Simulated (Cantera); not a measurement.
A closed system holds: 1 mol C₂F₆, 0.16 mol CH₄, equilibrated at 133 Pa.

Equilibrium computed with Cantera from the NASA thermochemical tables; the gas is ideal and each condensed phase is pure. Candidate condensed phases: C, C₆H₆, C₇H₈, C₈H₁₈; 95 gas species. The feed counts by its element totals alone. Kinetics and transport are ignored.

Problem. Which condensed phases are stable at each of these points (T (°C)): 2527, 2577, 2627, 2677, 2727, 2777, 2827, 2877, 2927, 2977, 3027, 3077?

Solution. 
```json
[
 {"T (°C)": "2527", "condensed phases": "C(graphite)", "C condensed (%)": "56.1"},
 {"T (°C)": "2577", "condensed phases": "C(graphite)", "C condensed (%)": "34.4"},
 {"T (°C)": "2627", "condensed phases": "gas only", "C condensed (%)": "0.0"},
 {"T (°C)": "2677", "condensed phases": "gas only", "C condensed (%)": "0.0"},
 {"T (°C)": "2727", "condensed phases": "gas only", "C condensed (%)": "0.0"},
 {"T (°C)": "2777", "condensed phases": "gas only", "C condensed (%)": "0.0"},
 {"T (°C)": "2827", "condensed phases": "gas only", "C condensed (%)": "0.0"},
 {"T (°C)": "2877", "condensed phases": "gas only", "C condensed (%)": "0.0"},
 {"T (°C)": "2927", "condensed phases": "gas only", "C condensed (%)": "0.0"},
 {"T (°C)": "2977", "condensed phases": "gas only", "C condensed (%)": "0.0"},
 {"T (°C)": "3027", "condensed phases": "gas only", "C condensed (%)": "0.0"},
 {"T (°C)": "3077", "condensed phases": "gas only", "C condensed (%)": "0.0"}
]
```

From 2527 °C to 2577 °C the condensed part is C(graphite). From 2627 °C to 3077 °C nothing is condensed.
